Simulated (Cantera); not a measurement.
A Cantera script and what it prints.

```python
import numpy as np
import cantera as ct

gas_names = """
    H H2 Si SiH SiH2 SiH3 SiH4 Si2 Si3
""".split()
cond_names = """
    Si(cr) Si(L)
""".split()


# ... load() reads the species with a 1 bar reference pressure and builds the phases ...
atoms = {
    'Si': {'Si': 1},
    'H2': {'H': 2},
}
top_T = {}  # K; cautious upper limits of use, not melting points


# ... equilibrate(T, P, feed) seeds the gas with the atoms and calls Mixture.equilibrate('TP', solver="vcs", rtol=1e-11, max_steps=5000) ...
results = []
feed = {'Si': 1, 'H2': 2}  # mol
T = 1625  # K
P = 13332.2  # Pa
mix = equilibrate(T, P, feed)
results.append((T, P, feed, dict(zip(mix.species_names, mix.species_moles))))
x = sorted(zip(gas.X, gas.species_names), reverse=True)
print(f"T = {T:g} K  P = {P:g} Pa  gas = {mix.phase_moles(0):.4g} mol")
print("   x: " + "  ".join(f"{s} {v:.3e}" for v, s in x if v > 1e-05))
print("   condensed (mol): " + ("  ".join(f"{mix.phase(i).name} {mix.phase_moles(i):.4g}"
      for i in range(1, mix.n_phases) if mix.phase_moles(i) > 1e-12) or "none"))
```

It prints:

```
T = 1625 K  P = 13332.2 Pa  gas = 2 mol
   x: H2 9.998e-01  H 1.932e-04
   condensed (mol): Si(cr) 1
```

Method: chemical equilibrium by Gibbs-energy minimisation in Cantera with the NASA 1993 tables (ideal gas, pure condensed phases).
